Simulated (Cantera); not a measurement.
Charge: 1 mol B, 4.6 mol O₂, at 1448.15 K and 1.70 mbar.

Equilibrium computed with Cantera from the NASA thermochemical tables; the gas is ideal and each condensed phase is pure. Candidate condensed phases: B, B₂O₃; 10 gas species. Rates play no part.

Q: What is the equilibrium state?

A: 
* **x(O₂)**: 0.995
* **x(B₂O₃)**: 0.00424
* **x(BO₂)**: 0.000510
* **x(O)**: 4.73e-5
* **n(B₂O₃(l))**: 0.483 mol
* **gas amount**: 3.868 mol
* **log10 activity of B(s) (absent)**: -14.57
